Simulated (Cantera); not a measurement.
**Silicon nitride deposition: SiH4 + N2**

A closed system holds: 1 mol SiH4, 25 mol N2, at 133 Pa.

Equilibrium computed with Cantera from the NASA thermochemical tables; the gas is ideal and each condensed phase is pure. Candidate condensed phases: Si, Si3N4; 18 gas species. The tables' values for SiN are old estimates; treat these amounts as uncertain. Rates play no part.

```tsv
T (°C)	x N2	x H2	x Si	x H	x Si2N	n Si3N4(s)	n Si(l)
1275	0.924	0.0758	5.00e-6	0.000232	6.15e-8	0.333	0
1325	0.924	0.0757	2.67e-5	0.000401	5.18e-7	0.333	0
1375	0.924	0.0756	0.000128	0.000670	3.81e-6	0.332	0
1425	0.925	0.0735	0.000493	0.00107	1.91e-5	0	0.985
1475	0.924	0.0731	0.00109	0.00169	3.39e-5	0	0.967
1525	0.922	0.0725	0.00231	0.00260	5.82e-5	0	0.931
1575	0.920	0.0716	0.00471	0.00389	9.70e-5	0	0.861
1625	0.914	0.0703	0.00921	0.00568	0.000157	0	0.729
1675	0.905	0.0683	0.0174	0.00809	0.000247	0	0.485
```
x: gas mole fraction; n: condensed amount in mol.

From 1275 °C to 1375 °C the condensed part is Si3N4(s). From 1425 °C to 1675 °C the condensed part is Si(l). The main Si-bearing gas is Si throughout. The share of Si in condensed phases is highest at 1275 °C (100.0 %) and lowest at 1675 °C (48.5 %).
